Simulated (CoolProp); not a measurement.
Vapour-liquid equilibrium of dimethyl ether (1) + chloromethane (R40) (2) at 250.8 K; x and y are mole fractions of (1).

Values from CoolProp's multi-fluid Helmholtz-energy mixture model, Wu 2011 and Thol 2014; pair parameters Bell 2016.

Give the bubble pressure and the first vapour's composition at x = 0.05, 0.55, 0.85. Is there an azeotrope?

x = 0.05: 107.7 kPa, y = 0.042; x = 0.55: 103.9 kPa, y = 0.563; x = 0.85: 108.5 kPa, y = 0.875. y crosses x between x = 0.35 and 0.45: the model has an azeotrope there.

Pair parameters are fitted to limited data, so mixtures are less certain than the pure fluids.
